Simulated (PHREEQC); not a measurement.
Solution (25 °C): 0.048 mol CuSO4, 0.038 mol HNO3 and 5.6e-05 mol NaCl per kg of water. Closed to the air; pH follows from the charge balance.

All values are PHREEQC results (ion-association model, phreeqc.dat), not measurements.

Question: The ionic strength comes out as 0.142 mol/kgw. What activity coefficients do HSO4-, H+, Na+, NO3-, SO4-2 get?

Answer: HSO4- 0.76, H+ 0.81, Na+ 0.77, NO3- 0.72, SO4-2 0.33.

This is a speciation only: nothing precipitates in the calculation. Species that the database lacks are ignored.
